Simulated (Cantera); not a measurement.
A perfectly stirred reactor is fed with 8.03 % CH4, 0.627 % C2H6, 20.3 % O2, 71.0 % N2, equivalence ratio 0.90, at 1.18 atm; it is adiabatic with a 650 K inlet, and is followed from long to short residence time, starting on the burning branch (τ in s: 0.26, 0.083, 0.027, 0.0086, 0.0028, 0.0009, 0.00029, 9.4e-05, 3e-05).

Model: GRI-Mech 3.0 (53 species, 325 reactions), integrated in Cantera.

Question: Predict: blow-out, bracketed by the residence times tried; x(CH4) at τ = 0.260 s; x(C2H6) at τ = 0.260 s; x(O2) at τ = 0.260 s; x(NO) at τ = 0.260 s; x(H2O2) at τ = 0.260 s; x(CH4) at τ = 2.80 ms; x(C2H6) at τ = 2.80 ms; x(O2) at τ = 2.80 ms; x(NO) at τ = 2.80 ms; x(H2O2) at τ = 2.80 ms.

Answer: 
* **blow-out, bracketed by the residence times tried**: burning at 30.0 µs, the shortest tried
* **x(CH4) at τ = 0.260 s**: 4.37e-7
* **x(C2H6) at τ = 0.260 s**: 4.11e-9
* **x(O2) at τ = 0.260 s**: 0.0224
* **x(NO) at τ = 0.260 s**: 0.00502
* **x(H2O2) at τ = 0.260 s**: 1.51e-7
* **x(CH4) at τ = 2.80 ms**: 2.54e-5
* **x(C2H6) at τ = 2.80 ms**: 3.54e-7
* **x(O2) at τ = 2.80 ms**: 0.0280
* **x(NO) at τ = 2.80 ms**: 0.000615
* **x(H2O2) at τ = 2.80 ms**: 1.63e-7
